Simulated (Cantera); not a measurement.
Cantera run:

```python
import numpy as np
import cantera as ct

gas_names = [...]  # 151 gases of nasa_gas.yaml made of C, H, N, O, Si
cond_names = """
    C(gr) C6H6(L) C7H8(L) C8H18(L),n-octa H2O(s) H2O(L) Si(cr) Si(L) SiC(b) SiO2(Lqz) SiO2(hqz) SiO2(L)
    Si2N2O(s) Si3N4(a)
""".split()


# ... load() reads the species with a 1 bar reference pressure and builds the phases ...
atoms = {
    'Si3N4': {'Si': 3, 'N': 4},
    'H2O': {'H': 2, 'O': 1},
    'H2': {'H': 2},
    'CO2': {'C': 1, 'O': 2},
}
top_T = {'C(gr)': 4500, 'SiC(b)': 3050, 'Si2N2O(s)': 2100, 'Si3N4(a)': 2400}  # K; cautious upper limits of use, not melting points


# ... equilibrate(T, P, feed) seeds the gas with the atoms and calls Mixture.equilibrate('TP', solver="vcs", rtol=1e-11, max_steps=5000) ...
results = []
feed = {'Si3N4': 1, 'H2O': 4.5, 'H2': 330, 'CO2': 3.6}  # mol
P = 1333.22  # Pa
for T in [1048, 1123, 1198, 1273, 1348, 1423, 1498, 1573, 1648, 1723, 1798, 1873, 1948, 2023]:
    mix = equilibrate(T, P, feed)
    results.append((T, P, feed, dict(zip(mix.species_names, mix.species_moles))))
    x = sorted(zip(gas.X, gas.species_names), reverse=True)
    print(f"T = {T:g} K  P = {P:g} Pa  gas = {mix.phase_moles(0):.4g} mol")
    print("   x: " + "  ".join(f"{s} {v:.3e}" for v, s in x if v > 0.0001))
    print("   condensed (mol): " + ("  ".join(f"{mix.phase(i).name} {mix.phase_moles(i):.4g}"
          for i in range(1, mix.n_phases) if mix.phase_moles(i) > 1e-12) or "none"))
```

It prints:

```
T = 1048 K  P = 1333.22 Pa  gas = 340.1 mol
   x: H2 9.774e-01  CO 1.050e-02  H2O 6.100e-03  N2 5.880e-03
   condensed (mol): SiO2(hqz) 3
T = 1123 K  P = 1333.22 Pa  gas = 340.1 mol
   x: H2 9.774e-01  CO 1.052e-02  H2O 6.115e-03  N2 5.880e-03
   condensed (mol): SiO2(hqz) 3
T = 1198 K  P = 1333.22 Pa  gas = 340.1 mol
   x: H2 9.774e-01  CO 1.054e-02  H2O 6.126e-03  N2 5.881e-03
   condensed (mol): SiO2(hqz) 3
T = 1273 K  P = 1333.22 Pa  gas = 340.1 mol
   x: H2 9.774e-01  CO 1.055e-02  H2O 6.135e-03  N2 5.881e-03
   condensed (mol): SiO2(hqz) 3
T = 1348 K  P = 1333.22 Pa  gas = 340.1 mol
   x: H2 9.774e-01  CO 1.055e-02  H2O 6.141e-03  N2 5.881e-03
   condensed (mol): SiO2(hqz) 3
T = 1423 K  P = 1333.22 Pa  gas = 340.1 mol
   x: H2 9.773e-01  CO 1.056e-02  H2O 6.147e-03  N2 5.880e-03
   condensed (mol): SiO2(hqz) 2.999
T = 1498 K  P = 1333.22 Pa  gas = 340.1 mol
   x: H2 9.772e-01  CO 1.056e-02  H2O 6.167e-03  N2 5.880e-03  H 1.471e-04
   condensed (mol): SiO2(hqz) 2.993
T = 1573 K  P = 1333.22 Pa  gas = 340.2 mol
   x: H2 9.767e-01  CO 1.056e-02  H2O 6.298e-03  N2 5.879e-03  H 3.480e-04  SiO 1.489e-04
   condensed (mol): SiO2(hqz) 2.949
T = 1648 K  P = 1333.22 Pa  gas = 340.5 mol
   x: H2 9.749e-01  CO 1.055e-02  H2O 7.012e-03  N2 5.873e-03  SiO 8.694e-04  H 7.615e-04
   condensed (mol): SiO2(hqz) 2.704
T = 1723 K  P = 1333.22 Pa  gas = 341.5 mol
   x: H2 9.690e-01  CO 1.051e-02  H2O 9.572e-03  N2 5.856e-03  SiO 3.454e-03  H 1.555e-03
   condensed (mol): SiO2(L) 1.82
T = 1798 K  P = 1333.22 Pa  gas = 343.6 mol
   x: H2 9.572e-01  H2O 1.480e-02  CO 1.043e-02  SiO 8.730e-03  N2 5.820e-03  H 2.983e-03
   condensed (mol): none
T = 1873 K  P = 1333.22 Pa  gas = 344 mol
   x: H2 9.548e-01  H2O 1.478e-02  CO 1.042e-02  SiO 8.720e-03  N2 5.813e-03  H 5.462e-03
   condensed (mol): none
T = 1948 K  P = 1333.22 Pa  gas = 344.7 mol
   x: H2 9.508e-01  H2O 1.474e-02  CO 1.041e-02  H 9.542e-03  SiO 8.702e-03  N2 5.801e-03
   condensed (mol): none
T = 2023 K  P = 1333.22 Pa  gas = 345.9 mol
   x: H2 9.444e-01  H 1.598e-02  H2O 1.468e-02  CO 1.037e-02  SiO 8.673e-03  N2 5.782e-03
   condensed (mol): none
```

Method: chemical equilibrium by Gibbs-energy minimisation in Cantera with the NASA 1993 tables (ideal gas, pure condensed phases). The tables hold silica as quartz up to 1696 K and as liquid above; real silica turns to tridymite and cristobalite and melts near 1996 K.
